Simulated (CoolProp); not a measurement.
Saturated liquid density (kg/m³) of the fluoroketone C6F12O (FK-5-1-12): the reference equation beside estimates from Tc = 441.8 K, pc = 1869 kPa, ω = 0.471. Rackett uses Z = 0.29056 − 0.08775 ω.

Model: reference Helmholtz-energy equation of state, McLinden 2015, in CoolProp.

```json
[
 {"T (K)": "294.8", "reference": "1612", "Rackett": "1780", "van der Waals": "943.3", "Soave-Redlich-Kwong": "1473"},
 {"T (K)": "300.3", "reference": "1596", "Rackett": "1760", "van der Waals": "933.8", "Soave-Redlich-Kwong": "1458"},
 {"T (K)": "305.8", "reference": "1579", "Rackett": "1740", "van der Waals": "924.1", "Soave-Redlich-Kwong": "1442"},
 {"T (K)": "311.3", "reference": "1562", "Rackett": "1720", "van der Waals": "914.1", "Soave-Redlich-Kwong": "1426"},
 {"T (K)": "316.8", "reference": "1544", "Rackett": "1700", "van der Waals": "904.0", "Soave-Redlich-Kwong": "1409"},
 {"T (K)": "322.2", "reference": "1527", "Rackett": "1679", "van der Waals": "893.7", "Soave-Redlich-Kwong": "1391"},
 {"T (K)": "327.7", "reference": "1509", "Rackett": "1658", "van der Waals": "883.0", "Soave-Redlich-Kwong": "1373"},
 {"T (K)": "333.2", "reference": "1490", "Rackett": "1636", "van der Waals": "872.1", "Soave-Redlich-Kwong": "1354"},
 {"T (K)": "338.7", "reference": "1471", "Rackett": "1614", "van der Waals": "860.8", "Soave-Redlich-Kwong": "1334"},
 {"T (K)": "344.2", "reference": "1452", "Rackett": "1591", "van der Waals": "849.1", "Soave-Redlich-Kwong": "1313"},
 {"T (K)": "349.7", "reference": "1432", "Rackett": "1568", "van der Waals": "837.2", "Soave-Redlich-Kwong": "1292"},
 {"T (K)": "355.2", "reference": "1411", "Rackett": "1543", "van der Waals": "824.8", "Soave-Redlich-Kwong": "1269"},
 {"T (K)": "360.6", "reference": "1390", "Rackett": "1519", "van der Waals": "812.2", "Soave-Redlich-Kwong": "1246"}
]
```

Absolute difference from the reference over all 13 rows, mean and median: Rackett 9.9 and 9.9 %, van der Waals 41.5 and 41.5 %, Soave-Redlich-Kwong 9.2 and 9.0 %.
